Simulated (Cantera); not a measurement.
What does this Cantera script print?

```python
import numpy as np
import cantera as ct

gas_names = [...]  # 136 gases of nasa_gas.yaml made of C, H, N, O
cond_names = """
    C(gr) C6H6(L) C7H8(L) C8H18(L),n-octa H2O(s) H2O(L)
""".split()


# ... load() reads the species with a 1 bar reference pressure and builds the phases ...
atoms = {
    'C2H6': {'C': 2, 'H': 6},
    'H2O': {'H': 2, 'O': 1},
    'N2': {'N': 2},
}
top_T = {'C(gr)': 4500}  # K; cautious upper limits of use, not melting points


# ... equilibrate(T, P, feed) seeds the gas with the atoms and calls Mixture.equilibrate('TP', solver="vcs", rtol=1e-11, max_steps=5000) ...
results = []
feed = {'C2H6': 1, 'H2O': 0.066, 'N2': 0.92}  # mol
P = 3000  # Pa
for T in [798, 873, 948, 1023, 1098, 1173, 1248]:
    mix = equilibrate(T, P, feed)
    results.append((T, P, feed, dict(zip(mix.species_names, mix.species_moles))))

top = {s: max(r[3][s] / sum(r[3][g] for g in gas_names) for r in results) for s in gas_names}
cols = sorted((s for s in top if top[s] > 1e-06), key=lambda s: -top[s])[:5]
seen = [c for c in cond_names if any(r[3].get(c, 0) > 1e-12 for r in results)]
print("log10 of partial pressures in bar; condensed amounts in mol")
print(f"{'T/K':>10s}" + "".join(f"{s[:9]:>10s}" for s in cols + seen))
for T, P, feed, n in results:
    ng = sum(n[g] for g in gas_names)
    print(f"{T:10.4g}" + "".join(f"{np.log10(max(n[s] / ng * P / 1e5, 1e-99)):10.3f}" for s in cols)
          + "".join(f"{n.get(c, 0):10.4g}" for c in seen))
```

Result:

```
log10 of partial pressures in bar; condensed amounts in mol
       T/K        H2        N2       CH4        CO       H2O     C(gr)
       798    -1.661    -2.155    -3.179    -3.504    -3.773      1.87
       873    -1.650    -2.163    -3.647    -3.351    -4.371      1.91
       948    -1.646    -2.165    -4.058    -3.320    -4.980     1.924
      1023    -1.645    -2.166    -4.415    -3.313    -5.521     1.929
      1098    -1.644    -2.166    -4.726    -3.312    -5.993     1.932
      1173    -1.644    -2.167    -4.999    -3.311    -6.405     1.933
      1248    -1.644    -2.167    -5.241    -3.311    -6.768     1.933
```

Cantera equilibrium calculation (NASA polynomials, part measured and part estimated; ideal gas, pure solids and liquids).
